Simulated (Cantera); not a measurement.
## Hydrocarbon pyrolysis for carbon deposition

An isothermal, constant-pressure homogeneous reactor starts with C2H4 : H2 : H2O = 1 : 1.1 : 0.053 (molar parts), at 1623 K and 0.0370 bar.

Cantera simulation using GRI-Mech 3.0 (53 species, 325 reactions); the numbers are that mechanism's predictions, not measurements. GRI-Mech 3.0 was tuned for natural gas; its chemistry of ethylene as a main component is partial and can be far from experiment. GRI-Mech 3.0 stops at C3 and has no aromatics, soot or wall deposition, so with more carbon than oxygen in the feed, carbon stays in small species such as C2H2 where larger ones or solid carbon would form. Radical loss at walls, strong at low pressure, is not modelled.

```tsv
t (s)	x C2H4	x H2	x C2H	x C2H2	x CH2	x CH4
0.000400	0.461	0.512	3.03e-11	0.00262	4.76e-10	1.42e-8
0.00123	0.452	0.515	2.96e-10	0.00841	1.53e-9	2.45e-7
0.00378	0.423	0.525	2.75e-9	0.0285	4.09e-9	3.81e-6
0.0116	0.329	0.556	1.45e-8	0.0925	5.93e-9	3.20e-5
0.0357	0.150	0.616	4.17e-8	0.215	6.96e-9	0.000111
0.110	0.00749	0.663	1.90e-7	0.312	1.17e-8	0.000244
0.337	0.000701	0.665	5.56e-7	0.316	1.82e-8	0.000984
1.03	0.000698	0.665	5.45e-7	0.314	2.47e-8	0.00318
3.18	0.000693	0.666	5.23e-7	0.309	3.28e-8	0.00675
9.76	0.000687	0.672	5.06e-7	0.304	2.50e-8	0.00629
30.0	0.000686	0.677	5.05e-7	0.303	1.20e-8	0.00319
```
x: mole fraction; the columns are a selection and need not sum to one.

Equilibrium at this temperature and pressure: C2H4 0.000686, H2 0.677, C2H 5.05e-7, C2H2 0.303, CH2 1.06e-8, CH4 0.00282 (gas phase only).
